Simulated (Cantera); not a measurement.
Equilibrium for fluorocarbon and chlorocarbon gases: CH2F2 + CH4

Feed: 1 mol CH2F2, 0.0073 mol CH4, held at 10.0 mbar.

Equilibrium computed with Cantera from the NASA thermochemical tables; the gas is ideal and each condensed phase is pure. Candidate condensed phases: C, C6H6, C7H8, C8H18; 95 gas species. The numbers say what is thermodynamically allowed, not how fast it happens.

| T (K) | x HF | x H | x H2 | x F | x CF | x CF2 | x C2H2 (acetylene) | x C3 | n C(graphite) |
|---|---|---|---|---|---|---|---|---|---|
| 1125 | 0.993 | 3.78e-8 | 0.00725 | 3.87e-12 | <1e-12 | <1e-12 | 1.66e-10 | <1e-12 | 1.01 |
| 1275 | 0.993 | 6.28e-7 | 0.00725 | 3.50e-10 | <1e-12 | 1.98e-12 | 2.78e-9 | <1e-12 | 1.01 |
| 1425 | 0.993 | 5.81e-6 | 0.00724 | 1.24e-8 | 1.00e-12 | 7.47e-11 | 2.55e-8 | <1e-12 | 1.01 |
| 1575 | 0.993 | 3.53e-5 | 0.00723 | 2.23e-7 | 6.99e-11 | 1.41e-9 | 1.53e-7 | <1e-12 | 1.01 |
| 1725 | 0.993 | 0.000157 | 0.00717 | 2.45e-6 | 2.33e-9 | 1.62e-8 | 6.60e-7 | 1.05e-12 | 1.01 |
| 1875 | 0.992 | 0.000548 | 0.00698 | 1.86e-5 | 4.47e-8 | 1.27e-7 | 2.21e-6 | 1.03e-10 | 1.01 |
| 2025 | 0.992 | 0.00155 | 0.00651 | 0.000108 | 5.64e-7 | 7.74e-7 | 5.89e-6 | 5.09e-9 | 1.01 |
| 2175 | 0.990 | 0.00367 | 0.00565 | 0.000509 | 5.21e-6 | 3.97e-6 | 1.26e-5 | 1.45e-7 | 1.01 |
| 2325 | 0.986 | 0.00742 | 0.00455 | 0.00206 | 3.76e-5 | 1.79e-5 | 2.22e-5 | 2.64e-6 | 1.01 |
| 2475 | 0.975 | 0.0139 | 0.00382 | 0.00695 | 0.000210 | 6.54e-5 | 3.71e-5 | 3.36e-5 | 1.01 |
x: gas mole fraction; n: condensed amount in mol.

From 1125 K to 2475 K the condensed part is C(graphite). The main C-bearing gas is CH4 at 1125 K and CF at 2475 K.
